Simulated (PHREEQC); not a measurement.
Consider water at 20 °C with 0.011 mol HCl and 0.21 mol MnSO4 per kg of water. Closed to the air; pH follows from the charge balance.

Equilibrium calculation in PHREEQC: ion-association model, phreeqc.dat.

Question: The ionic strength comes out as 0.445 mol/kgw. What activity coefficients do Mn+2, Cl-, HSO4-, SO4-2, MnCl+ get?

Answer: Mn+2 0.26, Cl- 0.66, HSO4- 0.73, SO4-2 0.22, MnCl+ 0.69.

This is a speciation only: nothing precipitates in the calculation.
